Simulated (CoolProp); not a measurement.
The numbers come from the reference Helmholtz-energy equation of state, Span 1996 in CoolProp.

### Question
Give the vapour pressure (kPa), liquid density (kg/m³), vapour Z, vapour viscosity (µPa s) of saturated carbon dioxide at -34.65, -22.95, -11.15 °C.

### Answer
| T (°C) | p (kPa) | liquid density (kg/m³) | vapour Z | vapour viscosity (µPa s) |
|---|---|---|---|---|
| -34.65 | 1220 | 1100 | 0.855 | 12.0 |
| -22.95 | 1800 | 1050 | 0.809 | 12.7 |
| -11.15 | 2560 | 989 | 0.754 | 13.6 |

Viscosity comes from a separate model (Laesecke 2017).
